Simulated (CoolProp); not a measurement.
Model: reference Helmholtz-energy equation of state, Lemmon 2006, in CoolProp. It is a short technical equation, of lower accuracy than the large ones.

Task: For nitrous oxide, give the phase and the cv (kJ/(kg K)), Joule-Thomson coefficient (K/MPa) at 202.35 °C and 12 MPa; 126.75 °C and 0.0407 MPa.

Result: 
- 202.35 °C and 12 MPa: supercritical; cv 0.878, Joule-Thomson coefficient 3.15
- 126.75 °C and 0.0407 MPa: gas; cv 0.780, Joule-Thomson coefficient 5.62
